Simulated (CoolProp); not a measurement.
Cyclopropane along the isotherm 154.85 °C: Z from the reference equation and from simpler models built on Tc = 125.5 °C, pc = 5.605 MPa, ω = 0.131; each cubic takes its own stable root.

Computed with CoolProp (reference Helmholtz-energy equation of state, Polt 1992). This equation is an older, rougher fit; its heat capacities, sound speeds and derivatives of the liquid may be far off and weren't checked against measurements.

```csv
p (MPa),phase,reference,Redlich-Kwong,Soave-Redlich-Kwong,Peng-Robinson
0.0885,gas,0.9956,0.9956,0.9957,0.9951
0.143,gas,0.9929,0.9929,0.9930,0.9921
0.231,gas,0.9885,0.9885,0.9887,0.9872
0.373,gas,0.9813,0.9814,0.9817,0.9793
0.603,gas,0.9696,0.9697,…,0.9664
0.975,gas,0.9504,0.9504,…,0.9453
1.57,gas,0.9189,0.9187,0.9204,0.9107
2.54,gas,0.8647,0.8641,0.8671,…
4.11,gas,0.7673,0.7655,0.7716,0.7485
6.64,supercritical,0.5603,0.5578,0.5772,0.5468
10.7,supercritical,…,…,0.4082,0.3751
17.3,supercritical,0.4604,0.5061,0.5136,…
28,supercritical,0.6637,0.7093,0.7154,0.6460
```

Some entries are withheld; supply them.


- 0.603, Soave-Redlich-Kwong: 0.9702
- 0.975, Soave-Redlich-Kwong: 0.9514
- 2.54, Peng-Robinson: 0.8519
- 10.7, reference: 0.3503
- 10.7, Redlich-Kwong: 0.3948
- 17.3, Peng-Robinson: 0.4659
